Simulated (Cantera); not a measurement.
# Catalytic combustion on Pt

An isothermal plug-flow reactor at 650 K and 593 Torr (inlet), inlet velocity 0.32 m/s, active area per volume 120 1/m; feed CO : O2 : N2 : H2O = 0.0058 : 0.017 : 0.79 : 0.09 (molar parts).

Detailed kinetics in Cantera: Deutschmann's 1995 Pt surface mechanism with GRI-Mech 3.0 gas chemistry. Catalytic surfaces can have several steady states; this one follows from the mechanism file's or the stated starting coverage. Mass transfer to the wall is taken as infinitely fast.

| z (m) | x CO | x O2 | x H2O | x CO2 | θ free Pt | θ O* | θ OH* | θ CO* |
|---|---|---|---|---|---|---|---|---|
| 4.3e-05 | 0.00642 | 0.0188 | 0.0997 | 4.97e-6 | 0.0303 | 0.00473 | 0.000946 | 0.964 |
| 7.1e-05 | 0.00642 | 0.0188 | 0.0997 | 8.21e-6 | 0.0303 | 0.00473 | 0.000946 | 0.964 |
| 0.00012 | 0.00641 | 0.0188 | 0.0997 | 1.39e-5 | 0.0303 | 0.00473 | 0.000947 | 0.964 |
| 0.0002 | 0.00640 | 0.0188 | 0.0997 | 2.31e-5 | 0.0303 | 0.00474 | 0.000948 | 0.964 |
| 0.00033 | 0.00639 | 0.0188 | 0.0997 | 3.82e-5 | 0.0303 | 0.00475 | 0.000950 | 0.964 |
| 0.00055 | 0.00636 | 0.0188 | 0.0997 | 6.38e-5 | 0.0304 | 0.00477 | 0.000953 | 0.964 |
| 0.00092 | 0.00632 | 0.0188 | 0.0997 | 0.000107 | 0.0305 | 0.00480 | 0.000958 | 0.964 |
| 0.0015 | 0.00625 | 0.0187 | 0.0997 | 0.000176 | 0.0307 | 0.00486 | 0.000966 | 0.963 |
| 0.0026 | 0.00612 | 0.0187 | 0.0997 | 0.000308 | 0.0311 | 0.00496 | 0.000983 | 0.963 |
| 0.0043 | 0.00591 | 0.0186 | 0.0997 | 0.000517 | 0.0317 | 0.00514 | 0.00101 | 0.962 |
x: gas mole fraction; θ: surface coverage.
